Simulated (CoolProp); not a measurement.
The fluid at 315.33 K and 0.216 MPa expands adiabatically to 0.0159 MPa with isentropic efficiency 1. The same conditions are run with several fluids, on thermodynamics alone (safety and materials aside).

Computed with CoolProp (reference Helmholtz-energy equation of state of each fluid (R1224YDZ: Akasaka 2023; trans-2-butene: Lemmon 2005; propylene: Lemmon 2013; CH3F (R41): Lemmon 2006)).

Task: Rank R1224YDZ, trans-2-butene, propylene, CH3F (R41) by work (kJ/kg), highest first.

Result: CH3F (R41) (149), propylene (135), trans-2-butene (104), R1224YDZ (40.0)

| fluid | final temperature (K) | final density (kg/m³) |
|---|---|---|
| R1224YDZ | 254.5 | 1.13 |
| trans-2-butene | 240.3 | 0.451 |
| propylene | 217.3 | 0.373 |
| CH3F (R41) | 170.6 | 0.386 |
